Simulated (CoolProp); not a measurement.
Saturation properties of cyclopentane (Tc = 511.7 K, pc = 4.583 MPa, ω = 0.202).

Values from CoolProp's reference Helmholtz-energy equation of state, Gedanitz 2015.

```json
[
 {"T (K)": "286.5", "p (MPa)": "0.02619", "liquid density (kg/m³)": "751.8", "enthalpy of vaporisation (kJ/kg)": "414.6", "vapour Z": "0.9870", "liquid conductivity (mW/(m K))": "131"},
 {"T (K)": "311.4", "p (MPa)": "0.06955", "liquid density (kg/m³)": "727.1", "enthalpy of vaporisation (kJ/kg)": "397.4", "vapour Z": "0.9733", "liquid conductivity (mW/(m K))": "122"},
 {"T (K)": "336.4", "p (MPa)": "0.1571", "liquid density (kg/m³)": "701.0", "enthalpy of vaporisation (kJ/kg)": "378.6", "vapour Z": "0.9519", "liquid conductivity (mW/(m K))": "113"},
 {"T (K)": "361.3", "p (MPa)": "0.3117", "liquid density (kg/m³)": "673.4", "enthalpy of vaporisation (kJ/kg)": "358.0", "vapour Z": "0.9217", "liquid conductivity (mW/(m K))": "104"},
 {"T (K)": "386.2", "p (MPa)": "0.5610", "liquid density (kg/m³)": "643.5", "enthalpy of vaporisation (kJ/kg)": "334.8", "vapour Z": "0.8816", "liquid conductivity (mW/(m K))": "95.7"},
 {"T (K)": "411.1", "p (MPa)": "0.9356", "liquid density (kg/m³)": "610.8", "enthalpy of vaporisation (kJ/kg)": "308.0", "vapour Z": "0.8305", "liquid conductivity (mW/(m K))": "88.0"},
 {"T (K)": "436", "p (MPa)": "1.469", "liquid density (kg/m³)": "574.1", "enthalpy of vaporisation (kJ/kg)": "276.3", "vapour Z": "0.7662", "liquid conductivity (mW/(m K))": "80.8"},
 {"T (K)": "461", "p (MPa)": "2.205", "liquid density (kg/m³)": "530.4", "enthalpy of vaporisation (kJ/kg)": "236.7", "vapour Z": "0.6843", "liquid conductivity (mW/(m K))": "74.4"},
 {"T (K)": "485.9", "p (MPa)": "3.189", "liquid density (kg/m³)": "472.7", "enthalpy of vaporisation (kJ/kg)": "182.1", "vapour Z": "0.5729", "liquid conductivity (mW/(m K))": "69.1"}
]
```

It boils at 322.4 K under 1 atm.

Thermal conductivity comes from a separate model (Vassiliou 2015).
